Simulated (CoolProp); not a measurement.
Vapour-liquid equilibrium of R134a (1) + methanol (2) at 0.0801 MPa; x and y are mole fractions of (1).

Computed with CoolProp (multi-fluid Helmholtz-energy mixture model, Tillner-Roth 1994 and de Reuck 1993; pair parameters Bell 2016).

Problem. Give the bubble temperature and the first vapour's composition at x = 0.25, 0.45, 0.55. Is there an azeotrope?

Solution. x = 0.25: 254.4 K, y = 0.987; x = 0.45: 250.8 K, y = 0.991; x = 0.55: 249.6 K, y = 0.992. No azeotrope shows between x = 0.05 and 0.95.

Pair parameters are fitted to limited data, so mixtures are less certain than the pure fluids. With so large a gap from Raoult's law the liquid may split in two, which this calculation doesn't test in full.
